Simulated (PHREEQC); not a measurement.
# Polishing slurry liquid (model solution)

Dissolve 0.41 mol/kgw HNO3 and 0.002 mol/kgw KNO3 at 69 °C. Closed to the air; pH follows from the charge balance.

All values are PHREEQC results (ion-association model, phreeqc.dat), not measurements.

| Item | Value |
|---|---|
| pH | 0.51 |
| ionic strength | 0.412 mol/kgw |
| activity of water | 0.986 |
| specific conductance | 267000 µS/cm |
| density | 0.991 g/cm³ |
| total alkalinity | -410 meq/kg |

| species | molality | activity | log γ |
|---|---|---|---|
| NO3- | 0.412 | 0.250 | -0.217 |
| H+ | 0.410 | 0.310 | -0.122 |
| K+ | 0.00200 | 0.00127 | -0.197 |

This is a speciation only: nothing precipitates in the calculation. Species that the database lacks are ignored. Constants without temperature data keep their 25 °C values here.
